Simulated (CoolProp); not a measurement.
Saturation properties of propane (Tc = 369.9 K, pc = 4.251 MPa, ω = 0.152).

Model: reference Helmholtz-energy equation of state, Lemmon 2009, in CoolProp.

| T (K) | p (MPa) | vapour density (kg/m³) | surface tension (mN/m) | liquid conductivity (mW/(m K)) |
|---|---|---|---|---|
| 185.9 | 0.007895 | 0.2265 | 21.7 | 157 |
| 200.3 | 0.02057 | 0.5510 | 19.8 | 148 |
| 214.7 | 0.04631 | 1.169 | 17.9 | 139 |
| 229.1 | 0.09296 | 2.230 | 15.9 | 131 |
| 243.5 | 0.1702 | 3.917 | 14.0 | 122 |
| 257.9 | 0.2891 | 6.448 | 12.1 | 114 |
| 272.3 | 0.4623 | 10.09 | 10.2 | 107 |
| 286.7 | 0.7030 | 15.20 | 8.42 | 99.4 |
| 301.1 | 1.026 | 22.25 | 6.67 | 92.5 |
| 315.5 | 1.445 | 31.98 | 4.99 | 86.0 |
| 330 | 1.983 | 45.76 | 3.41 | 79.8 |
| 344.4 | 2.651 | 66.07 | 1.96 | 73.8 |
| 358.8 | 3.477 | 101.0 | 0.701 | 68.1 |

It boils at 231.0 K under 1 atm.

Thermal conductivity comes from a separate model (Marsh 2002). Surface tension comes from a separate correlation (Mulero 2012).
